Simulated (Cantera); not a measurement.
Transport properties of process gases

Gas mixture: 50.6 % N₂, 49.4 % N₂O, at 1.01 bar, frozen composition.

Cantera's kinetic-theory transport with the Lennard-Jones parameters of GRI-Mech 3.0, ideal gas; thermal conductivity in the mixture-averaged form. The composition is frozen, though it would react at the higher temperatures.

```
T (K)  ρ (kg/m³)  cp (J/kg/K)  μ (µPa s)  λ (mW/m/K)     Pr  D (cm²/s) CH₄  D (cm²/s) C₂H₂  D (cm²/s) NH₃
-----  ---------  -----------  ---------  ----------  -----  -------------  --------------  -------------
400         1.09         1000       20.7        28.9  0.717          0.327           0.241          0.325
550        0.796         1070       26.6        39.5  0.721          0.574           0.427          0.593
700        0.625         1129       31.8        49.6  0.724          0.871           0.651          0.921
850        0.515         1180       36.5        59.1  0.728           1.21           0.911           1.30
1000       0.438         1221       40.8        68.3  0.731           1.60            1.20           1.74
1150       0.381         1250       44.9        77.0  0.729           2.02            1.52           2.21
1300       0.337         1274       48.8        85.3  0.728           2.48            1.87           2.73
```
D: mixture-averaged diffusion coefficient of that species in the mixture.
